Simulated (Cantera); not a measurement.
Input: 1 mol SiC, 0.021 mol H2O, 5.4 mol N2, 1.1 mol CO2, equilibrated at 0.400 bar.

Equilibrium computed with Cantera from the NASA thermochemical tables; the gas is ideal and each condensed phase is pure. Candidate condensed phases: C, C6H6, C7H8, C8H18, H2O, Si, SiC, SiO2, Si2N2O, Si3N4; 151 gas species. N2 is the only nitrogen source here; it is nearly inert below about 1500 K, so the nitride shown seldom forms there in practice. Mutual solubility and eutectic melting of coexisting phases are not modelled. The tables hold silica as quartz up to 1696 K and as liquid above; real silica turns to tridymite and cristobalite and melts near 1996 K. Kinetics and transport are ignored.

Question: Which condensed phases are stable at each of these points (T (°C)): 1050, 1100, 1150, 1200, 1250, 1300, 1350, 1400, 1450, 1500, 1550, 1600, 1650?

Answer: 
| T (°C) | condensed phases | Si condensed (%) |
|---|---|---|
| 1050 | C(graphite) + SiO2(β-quartz) + Si2N2O(s) | 100.0 |
| 1100 | C(graphite) + SiO2(β-quartz) + Si2N2O(s) | 100.0 |
| 1150 | C(graphite) + Si2N2O(s) | 100.0 |
| 1200 | C(graphite) + Si2N2O(s) | 100.0 |
| 1250 | C(graphite) + Si2N2O(s) | 100.0 |
| 1300 | C(graphite) + Si2N2O(s) | 100.0 |
| 1350 | C(graphite) + Si2N2O(s) | 100.0 |
| 1400 | C(graphite) + Si2N2O(s) | 99.9 |
| 1450 | C(graphite) + Si2N2O(s) | 99.8 |
| 1500 | C(graphite) + Si2N2O(s) | 99.5 |
| 1550 | SiC(s) + Si2N2O(s) | 98.8 |
| 1600 | SiC(s) + Si2N2O(s) | 96.9 |
| 1650 | SiC(s) + Si2N2O(s) | 92.6 |

From 1050 °C to 1100 °C the condensed part is C(graphite) + SiO2(β-quartz) + Si2N2O(s). From 1150 °C to 1500 °C the condensed part is C(graphite) + Si2N2O(s). From 1550 °C to 1650 °C the condensed part is SiC(s) + Si2N2O(s).
